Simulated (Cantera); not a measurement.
A freely propagating, adiabatic, planar premixed flame of H₂ : O₂ : N₂ = 1 : 0.633 : 2.38 (molar parts), equivalence ratio 0.79, unburnt at 500 K and 2700 Torr; mixture-averaged transport, grid criteria slope 0.08 and curve 0.16, no radiation.

Cantera simulation using the H2/O2 subset of GRI-Mech 3.0, which has no nitrogen chemistry; the numbers are that mechanism's predictions, not measurements. The hydrogen kinetics of GRI-Mech 3.0 are dated; newer H2 mechanisms differ, most at raised pressure. Burning velocities carry a grid error of a few per cent, more on coarse grids.

Question: Predict: laminar burning velocity; thermal thickness; peak x(HO₂); peak x(H); peak x(H₂O₂); peak x(OH).

Answer: 
| Property | Result |
|---|---|
| laminar burning velocity | 351 cm/s |
| thermal thickness | 0.0817 mm |
| peak x(HO₂) | 0.000807 |
| peak x(H) | 0.0175 |
| peak x(H₂O₂) | 8.92e-5 |
| peak x(OH) | 0.0144 |
